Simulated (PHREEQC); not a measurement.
Dissolve 0.08 mol/kgw Cu(BF4)2 and 0.26 mol/kgw Na2SO4 at 25 °C. Closed to the air; pH follows from the charge balance.

Computed with PHREEQC (ion-association model, wateq4f.dat).

```
Item                      Result
-----------------  -------------
pH                          2.90
ionic strength     0.726 mol/kgw
activity of water          0.984
total alkalinity     -480 meq/kg
```

| species | molality | activity | log γ |
|---|---|---|---|
| Na+ | 0.456 | 0.322 | -0.151 |
| SO4-2 | 0.151 | 0.0266 | -0.753 |
| BF4- | 0.150 | 0.0833 | -0.256 |
| NaSO4- | 0.0639 | 0.0429 | -0.173 |
| CuSO4 | 0.0402 | 0.0475 | 0.073 |
| Cu+2 | 0.0390 | 0.00876 | -0.649 |
| BF3OH- | 0.00765 | 0.00424 | -0.256 |
| F- | 0.00617 | 0.00372 | -0.219 |
| HF | 0.00601 | 0.00711 | 0.073 |
| HSO4- | 0.00513 | 0.00329 | -0.192 |
| H+ | 0.00169 | 0.00127 | -0.123 |
| BF2(OH)2- | 0.00145 | 0.000804 | -0.256 |
| H3BO3 | 0.000890 | 0.00105 | 0.073 |
| CuF+ | 0.000788 | 0.000593 | -0.124 |
| NaF | 0.000584 | 0.000690 | 0.073 |

No solid was allowed to form. Ionic strength above about 0.7 mol/kgw puts this run outside the model's range. Complexes and solids missing from the database can't appear. Real BF4- forms and hydrolyses slowly; the run takes it at equilibrium.
